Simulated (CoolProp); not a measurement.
Saturation properties of R236EA.

Values from CoolProp's reference Helmholtz-energy equation of state, Rui 2013.

```json
[
 {"T (K)": "262.3", "p (MPa)": "0.04793", "vapour density (kg/m³)": "3.430", "enthalpy of vaporisation (kJ/kg)": "173.7", "liquid viscosity (µPa s)": "663"},
 {"T (K)": "274.1", "p (MPa)": "0.08151", "vapour density (kg/m³)": "5.651", "enthalpy of vaporisation (kJ/kg)": "167.9", "liquid viscosity (µPa s)": "545"},
 {"T (K)": "286", "p (MPa)": "0.1320", "vapour density (kg/m³)": "8.911", "enthalpy of vaporisation (kJ/kg)": "162.0", "liquid viscosity (µPa s)": "455"},
 {"T (K)": "297.8", "p (MPa)": "…", "vapour density (kg/m³)": "…", "enthalpy of vaporisation (kJ/kg)": "155.9", "liquid viscosity (µPa s)": "385"},
 {"T (K)": "309.7", "p (MPa)": "…", "vapour density (kg/m³)": "19.74", "enthalpy of vaporisation (kJ/kg)": "…", "liquid viscosity (µPa s)": "…"},
 {"T (K)": "321.5", "p (MPa)": "0.4341", "vapour density (kg/m³)": "28.11", "enthalpy of vaporisation (kJ/kg)": "…", "liquid viscosity (µPa s)": "281"},
 {"T (K)": "333.4", "p (MPa)": "0.6068", "vapour density (kg/m³)": "39.31", "enthalpy of vaporisation (kJ/kg)": "134.9", "liquid viscosity (µPa s)": "241"},
 {"T (K)": "345.2", "p (MPa)": "0.8249", "vapour density (kg/m³)": "53.96", "enthalpy of vaporisation (kJ/kg)": "126.6", "liquid viscosity (µPa s)": "…"},
 {"T (K)": "357.1", "p (MPa)": "1.100", "vapour density (kg/m³)": "73.50", "enthalpy of vaporisation (kJ/kg)": "…", "liquid viscosity (µPa s)": "177"},
 {"T (K)": "368.9", "p (MPa)": "1.436", "vapour density (kg/m³)": "99.40", "enthalpy of vaporisation (kJ/kg)": "106.6", "liquid viscosity (µPa s)": "150"},
 {"T (K)": "380.8", "p (MPa)": "1.849", "vapour density (kg/m³)": "135.4", "enthalpy of vaporisation (kJ/kg)": "93.84", "liquid viscosity (µPa s)": "125"}
]
```

**Question.** Complete the blanks.

**Answer.** 
- 297.8, p (MPa): 0.2034
- 297.8, vapour density (kg/m³): 13.46
- 309.7, p (MPa): 0.3027
- 309.7, enthalpy of vaporisation (kJ/kg): 149.3
- 309.7, liquid viscosity (µPa s): 328
- 321.5, enthalpy of vaporisation (kJ/kg): 142.4
- 345.2, liquid viscosity (µPa s): 207
- 357.1, enthalpy of vaporisation (kJ/kg): 117.2

It boils at 279.3 K under 1 atm.

Viscosity comes from a separate model (Huber 2003), an estimate that may be off by 10 % or more.
